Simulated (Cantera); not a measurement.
Cantera with NASA thermochemical tables; ideal gases at 1 bar, condensed phases pure. Values are per mole of reaction as written; species without (g) are pure solids or liquids, kept so even where they would boil at 1 bar.

Question: Between 1775 and 2175 K, where is each reaction favourable under standard conditions?
- C + O2(g) = CO2(g)
- 2 B + O2(g) = B2O2(g)
- 0.8 V + O2(g) = 0.4 V2O5

Answer: 
- C + O2(g) = CO2(g): ΔG° is -396 kJ at 1775 K and -396 kJ at 2175 K; it stays negative (K > 1). ΔH° is -397 kJ and ΔS° 0 J/K at 2175 K.
- 2 B + O2(g) = B2O2(g): ΔG° is -498 kJ at 1775 K and -505 kJ at 2175 K; it stays negative (K > 1). ΔH° is -470 kJ and ΔS° 16 J/K at 2175 K.
- 0.8 V + O2(g) = 0.4 V2O5: ΔG° is -350 kJ at 1775 K and -299 kJ at 2175 K; it stays negative (K > 1). ΔH° is -573 kJ and ΔS° -126 J/K at 2175 K.
